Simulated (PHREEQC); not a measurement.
A PHREEQC input (ion-association model, wateq4f.dat):

```
SOLUTION 1
  temp 20
  units mg/kgw
  pH 7.84
  pe 9
  Na 3160
  K 80.2
  Ca 75.6
  Mg 332
  Cl 5790
  S(6) 301 as SO4
  Alkalinity 119 as HCO3
  B 7.11
  Sr 22.4
  Ni 11.4
END
USE solution 5
EQUILIBRIUM_PHASES 1
  Quartz 0 0.5
  CO2(g) -2.5 10
END
```

It stops with these messages:

```
ERROR: Solution 5 not found.
```

The fault: USE names a solution that was never defined. The line should read `USE solution 1` where the input has `USE solution 5`. With the mend the run ends at pH 7.34 and ionic strength 0.186 mol/kgw.
